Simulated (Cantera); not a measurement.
An adiabatic, constant-volume homogeneous reactor starts with CH4 : C2H6 : C3H8 : O2 : N2 = 1 : 0.23 : 0.13 : 10.8 : 40.6 (molar parts), at 1448 K and 2.47 atm.

Model: GRI-Mech 3.0 (53 species, 325 reactions), integrated in Cantera.

Predict: time of steepest temperature rise; temperature at 0.400 s; equilibrium temperature.


```
Item                                Result
---------------------------------  -------
time of steepest temperature rise  78.9 µs
temperature at 0.400 s              2283 K
equilibrium temperature             2283 K
```
